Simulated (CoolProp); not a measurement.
R404A along the isotherm 74.05 °C: density (kg/m³) from the reference equation and from simpler models built on Tc = 72.1 °C, pc = 3.735 MPa, ω = 0.293; each cubic takes its own stable root.

Model: reference Helmholtz-energy equation of state, Lemmon 2003, in CoolProp. It is a pseudo-pure fit of the blend.

| p (MPa) | phase | reference | ideal gas | van der Waals |
|---|---|---|---|---|
| 1.24 | gas | 48.10 | 41.93 | 46.93 |
| 2.49 | gas | 118.5 | 84.19 | 111.5 |
| 3.73 | gas | 296.3 | 126.1 | 260.2 |
| 4.98 | supercritical | 771.0 | 168.4 | 515.1 |
| 6.22 | supercritical | 829.0 | 210.3 | 558.8 |
| 7.47 | supercritical | 865.9 | 252.6 | 587.3 |
| 8.71 | supercritical | 893.2 | 294.5 | 608.7 |
| 9.96 | supercritical | 915.6 | 336.8 | 626.1 |
| 11.2 | supercritical | 934.3 | 378.7 | 640.7 |
| 12.4 | supercritical | 950.1 | 419.3 | 653.0 |
| 13.7 | supercritical | 965.4 | 463.2 | 664.7 |
| 14.9 | supercritical | 978.0 | 503.8 | 674.4 |
| 16.2 | supercritical | 990.5 | 547.7 | 683.9 |
| 17.4 | supercritical | 1001 | 588.3 | 692.0 |
| 18.7 | supercritical | 1012 | 632.3 | 700.0 |
